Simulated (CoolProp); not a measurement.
Saturation properties of fluoroethane (R161) (Tc = 102.1 °C, pc = 5010 kPa, ω = 0.216).

Computed with CoolProp (reference Helmholtz-energy equation of state, Wu 2012).

| T (°C) | p (kPa) | liquid density (kg/m³) | liquid cp (kJ/(kg K)) | vapour Z | surface tension (mN/m) |
|---|---|---|---|---|---|
| -55.55 | 40.96 | 842.7 | 1.925 | 0.9829 | … |
| -51.65 | 50.56 | 837.4 | 1.930 | … | 20.0 |
| -47.85 | 61.59 | 832.2 | 1.937 | … | 19.4 |
| -43.95 | 74.82 | 826.8 | … | … | 18.9 |
| -40.05 | … | 821.3 | 1.956 | 0.9689 | 18.3 |
| -36.25 | 107.5 | 815.9 | 1.967 | 0.9645 | 17.8 |
| -32.35 | 127.9 | 810.2 | 1.979 | … | 17.2 |
| -28.55 | 150.6 | 804.7 | 1.993 | 0.9545 | 16.7 |

**Question.** Complete the blanks.

**Answer.** 
- -55.55, surface tension (mN/m): 20.6
- -51.65, vapour Z: 0.9799
- -47.85, vapour Z: 0.9766
- -43.95, liquid cp (kJ/(kg K)): 1.946
- -43.95, vapour Z: 0.9729
- -40.05, p (kPa): 90.22
- -32.35, vapour Z: 0.9597

It boils at -37.6 °C under 1 atm.

Surface tension comes from a separate correlation (Mulero 2012).
